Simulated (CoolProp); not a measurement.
Vapour-liquid equilibrium of acetone (1) + p-xylene (2) at 434.6 K; x and y are mole fractions of (1).

The numbers come from the multi-fluid Helmholtz-energy mixture model, Lemmon 2006 and Zhou 2012; pair parameters Bell 2016 in CoolProp.

| x | bubble pressure, mixture model (kPa) | bubble pressure, Raoult's law (kPa) | y, mixture model | y, Raoult's law |
|---|---|---|---|---|
| 0.05 | (withheld) | 243.1 | (withheld) | 0.292 |
| 0.2 | 490.6 | 429.2 | (withheld) | 0.663 |
| 0.35 | 673.1 | 615.3 | (withheld) | 0.809 |
| 0.5 | 836.7 | 801.4 | 0.842 | 0.887 |
| 0.65 | 997.1 | 987.5 | 0.893 | 0.936 |
| 0.8 | 1166 | 1174 | 0.939 | 0.969 |
| 0.95 | (withheld) | 1360 | 0.984 | 0.993 |

Task: Complete the blanks.

Result: 
- 0.05, bubble pressure, mixture model (kPa): 268.5
- 0.05, y, mixture model: 0.336
- 0.2, y, mixture model: 0.661
- 0.35, y, mixture model: 0.775
- 0.95, bubble pressure, mixture model (kPa): 1354

The largest gap from Raoult's law is +14.3 % in bubble pressure, at x = 0.2. No azeotrope shows between x = 0.05 and 0.95.

The pair parameters rest on a limited set of measurements; away from them the model extrapolates. The gap from Raoult's law changes sign with composition, which may be real or a fault of the pair parameters; it wasn't checked against measurements.
